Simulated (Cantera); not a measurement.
Feed: 1 mol C₂H₄, 1.1 mol NH₃, 3 mol N₂, at 1075 °C and 270000 Pa.

Method: chemical equilibrium by Gibbs-energy minimisation in Cantera with the NASA 1993 tables (ideal gas, pure condensed phases). Candidate condensed phases: C, C₆H₆, C₇H₈, C₈H₁₈; 92 gas species. Kinetics and transport are ignored.

Base state: H₂ 0.501, N₂ 0.495, CH₄ 0.00395, HCN 0.000160, NH₃ 6.94e-5 (mole fractions); condensed: C(graphite).

Problem. What changes in the equilibrium state with this change: temperature from 1075 °C to 1727 °C?

Solution. 
```tsv
species	before	after
H₂	0.501	0.502
N₂	0.495	0.489
HCN	0.000160	0.00730
CH₄	0.00395	0.000288
H	9.99e-7	0.000701
C₂H₂ (acetylene)	6.04e-7	0.000385
HNC	1.56e-6	0.000415
NH₃	6.94e-5	1.35e-5
C(graphite), mol	1.97	1.94
```

Problem. What changes in the equilibrium state with this change: temperature from 1075 °C to 1350 °C?

Solution. 
```csv
species,before,after
H₂,0.501,0.505
N₂,0.495,0.493
HCN,0.000160,0.00118
CH₄,0.00395,0.00102
H,9.99e-7,2.99e-5
C₂H₂ (acetylene),6.04e-7,1.76e-5
HNC,1.56e-6,2.87e-5
NH₃,6.94e-5,2.99e-5
"C(graphite), mol",1.97,1.98
```

Problem. What changes in the equilibrium state with this change: temperature from 1075 °C to 2577 °C?

Solution. 
```
species             before     after
----------------  --------  --------
N₂                   0.495     0.444
H₂                   0.501     0.422
HCN               0.000160    0.0660
H                  9.99e-7    0.0385
C₂H₂ (acetylene)   6.04e-7    0.0166
HNC                1.56e-6    0.0110
CN                   <1e-9  0.000534
C₄H₂                 <1e-9  0.000272
C(graphite), mol      1.97      1.17
```
